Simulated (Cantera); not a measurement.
Equilibrium for silicon etching in halogen gases: Si + HF + N₂

A closed system holds: 1 mol Si, 13 mol HF, 0.64 mol N₂, equilibrated at 1123 K and 1100 Pa.

Cantera equilibrium calculation (NASA polynomials, part measured and part estimated; ideal gas, pure solids and liquids). Candidate condensed phases: Si, Si₃N₄; 37 gas species. The numbers say what is thermodynamically allowed, not how fast it happens.

The x(HF) is 0.712, the x(H₂) comes out as 0.158 and the x(SiF₄) is 0.0791. The x(N₂) comes out as 0.0506, the gas amount is 12.64 mol and the log10 activity of Si(s) (absent) is -15.88.
